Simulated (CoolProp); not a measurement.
Vapour-liquid equilibrium of n-hexane (1) + toluene (2) at 0.628 MPa; x and y are mole fractions of (1).

Model: multi-fluid Helmholtz-energy mixture model, Thol 2019 and Lemmon 2006; pair parameters Bell 2016, in CoolProp.

```tsv
x	bubble temperature, mixture model (K)	bubble temperature, Raoult's law (K)	y, mixture model	y, Raoult's law
0.05	458.3	459.6	0.121	0.115
0.15	449.9	452.6	0.311	0.308
0.25	443.1	446.3	0.452	0.460
0.35	437.5	440.7	0.562	0.583
0.45	432.7	435.6	0.652	0.683
0.55	428.6	430.9	0.729	0.766
0.65	424.9	426.6	0.796	0.834
0.75	421.5	422.7	0.858	0.892
0.85	418.4	419.0	0.917	0.940
0.95	415.4	415.6	0.973	0.982
```

The largest gap from Raoult's law is -3.2 K in bubble temperature, at x = 0.35. No azeotrope shows between x = 0.05 and 0.95.

Pair parameters are fitted to limited data, so mixtures are less certain than the pure fluids.
